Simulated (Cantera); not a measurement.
Input: 1 mol Si, a varied amount of HBr, held at 3.80 mbar.

These are equilibrium values from Cantera (NASA tables, ideal gas, pure condensed phases), not measurements of a reactor. Candidate condensed phases: Br2, Si; 19 gas species. The tables' values for SiBr3 are old estimates. Kinetics and transport are ignored.

Stable condensed phases, one row left out:

```
T in °C \ n(HBr) in mol
         1.3 2.2 3.2 4.1   5   6 6.9 7.9 8.8
   1327    A   A   B   B   B   B   B   B   B
   1227    A   A   B   B   B   B   B   B   B
   1127    A   A   B   B   B   B   B   B   B
   1027    A   A   B   B   B   B   B   B   B
    827    A   A   A   B   B   B   B   B   B
    727    A   A   A   A   B   B   B   B   B
    627    A   A   A   B   B   B   B   B   B
    527    A   A   A   B   B   B   B   B   B
    427    A   A   A   B   B   B   B   B   B
    327    A   A   A   B   B   B   B   B   B
    227    A   A   A   B   B   B   B   B   B
```

A: Si; B: gas only.

Q: Give the row for 927 °C.

A: 1.3: Si; 2.2: Si; 3.2: Si; 4.1: gas only; 5: gas only; 6: gas only; 6.9: gas only; 7.9: gas only; 8.8: gas only.
